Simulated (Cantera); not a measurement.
A perfectly stirred reactor is fed with C2H6 : N2 = 1 : 170 (molar parts), at 760 Torr; it is held at 1600 K, and followed from long to short residence time.

Computed with Cantera and GRI-Mech 3.0 (53 species, 325 reactions). GRI-Mech 3.0 stops at C3 and has no aromatics, soot or wall deposition, so with more carbon than oxygen in the feed, carbon stays in small species such as C2H2 where larger ones or solid carbon would form.

Q: What does this change do: C2H6 1 to 7.5 parts?

A: 
```
quantity                  before     after
----------------------  --------  --------
x(C2H6) at τ = 0.570 s   5.57e-6   2.38e-5
x(CH3) at τ = 0.570 s    3.05e-5   6.34e-5
x(H2) at τ = 0.570 s     0.00910    0.0634
x(HCN) at τ = 0.570 s    2.35e-6   4.52e-7
x(C2H4) at τ = 0.570 s   3.59e-5  0.000369
x(C2H6) at τ = 22.0 ms   7.15e-5  0.000300
x(CH3) at τ = 22.0 ms   0.000103  0.000213
x(H2) at τ = 22.0 ms     0.00839    0.0579
x(HCN) at τ = 22.0 ms    2.40e-6   4.16e-7
x(C2H4) at τ = 22.0 ms  0.000295   0.00152
```
